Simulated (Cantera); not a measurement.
## Reactions in the system H-N-O-Zr

Source: NASA polynomial tables (part measured, part estimated), evaluated in Cantera. Values are per mole of reaction as written; species without (g) are pure solids or liquids, kept so even where they would boil at 1 bar. ZrN: taken at fixed stoichiometry.

6 OH(g) + 2 ZrN ⇌ O2(g) + 2 ZrO2(g) + 2 NH3(g)

| T (K) | ΔH° (kJ) | ΔS° (J/K) | ΔG° (kJ) | log10 K |
|---|---|---|---|---|
| 1448 | -214.1 | -111.8 | -52.2 | 1.88 |
| 1598 | -218.4 | -114.6 | -35.2 | 1.15 |
| 1748 | -222.8 | -117.2 | -17.8 | 0.53 |
| 1898 | -227.3 | -119.7 | -0.1 | 0.00 |
| 2048 | -232.0 | -122.1 | 18.1 | -0.46 |
| 2198 | -236.9 | -124.4 | 36.6 | -0.87 |
| 2348 | -242.0 | -126.7 | 55.4 | -1.23 |
| 2498 | -247.4 | -128.9 | 74.6 | -1.56 |
| 2648 | -253.0 | -131.1 | 94.1 | -1.86 |
| 2798 | -258.9 | -133.3 | 113.9 | -2.13 |
| 2948 | -265.2 | -135.4 | 134.0 | -2.37 |
